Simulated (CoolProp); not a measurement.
Values from CoolProp's reference Helmholtz-energy equation of state, Thol 2017.

### Question
Give the vapour pressure (bar), vapour density (kg/m³), surface tension (mN/m) of saturated decamethyltetrasiloxane (MD2M) at 364.5 K.

### Answer
```json
[
 {"T (K)": "364.5", "p (bar)": "0.0310", "vapour density (kg/m³)": "0.320", "surface tension (mN/m)": "12.2"}
]
```

Surface tension comes from a separate correlation (Mulero 2014), older than this fluid's equation and unchecked against measurements.
